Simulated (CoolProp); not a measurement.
Vapour-liquid equilibrium of ethanol (1) + isohexane (2) at 432.8 K; x and y are mole fractions of (1).

The numbers come from the multi-fluid Helmholtz-energy mixture model, Schroeder 2014 and Lemmon 2006; pair parameters Bell 2016 in CoolProp.

| x | bubble pressure (bar) | y at the bubble point | dew pressure at overall composition x (bar) | liquid density (mol/L) |
|---|---|---|---|---|
| 0.05 | ___ | 0.122 | 11.31 | 5.872 |
| 0.15 | 14.07 | 0.278 | 12.46 | 6.156 |
| 0.25 | 15.28 | 0.375 | 13.71 | 6.511 |
| 0.35 | 15.99 | 0.443 | ___ | 6.958 |
| 0.45 | 16.35 | 0.498 | 16.04 | 7.521 |
| 0.55 | 16.45 | 0.548 | 16.45 | 8.222 |
| 0.65 | 16.33 | 0.599 | 16.01 | 9.082 |
| 0.75 | 15.92 | ___ | 15.07 | 10.13 |
| 0.85 | 15.09 | 0.748 | 14.00 | 11.38 |
| 0.95 | 13.58 | 0.889 | 12.96 | 12.89 |

**Question.** What belongs in the gaps?

**Answer.** 
- 0.05, bubble pressure (bar): 12.13
- 0.35, dew pressure at overall composition x (bar): 14.98
- 0.75, y at the bubble point: 0.661

y crosses x between x = 0.45 and 0.55: the model has an azeotrope there.

Pair parameters are fitted to limited data, so mixtures are less certain than the pure fluids.
